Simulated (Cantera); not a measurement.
Input: 1 mol Nb, 2.9 mol O₂, at 1050 °C and 0.960 bar.

Method: chemical equilibrium by Gibbs-energy minimisation in Cantera with the NASA 1993 tables (ideal gas, pure condensed phases). Candidate condensed phases: Nb, NbO, NbO₂, Nb₂O₅; 6 gas species. Condensed phases not in the tables: the oxides between NbO₂ and Nb₂O₅. The numbers say what is thermodynamically allowed, not how fast it happens.

Base state: O₂ 1.00 (mole fractions); condensed: Nb₂O₅(s).

**Question.** What changes in the equilibrium state with this change: temperature from 1050 °C to 2475 °C?

**Answer.** 
```
species         before    after
-------------  -------  -------
O₂                1.00    0.955
O              2.72e-7   0.0440
NbO₂             <1e-9  0.00107
Nb₂O₅(s), mol    0.500        0
Nb₂O₅(l), mol        0    0.499
```
